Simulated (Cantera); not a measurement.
Cantera with NASA thermochemical tables; ideal gases at 1 bar, condensed phases pure. Values are per mole of reaction as written; species without (g) are pure solids or liquids, kept so even where they would boil at 1 bar.

Q: Between 1023 and 2073 K, where is each reaction favourable under standard conditions?
- Sr + 2 HCl(g) + O₂(g) ⇌ Cl₂(g) + Sr(OH)₂

A: 
- Sr + 2 HCl(g) + O₂(g) ⇌ Cl₂(g) + Sr(OH)₂: ΔG° is -479 kJ at 1023 K and -231 kJ at 2073 K; it stays negative (K > 1). ΔH° is -688 kJ and ΔS° -220 J/K at 2073 K.
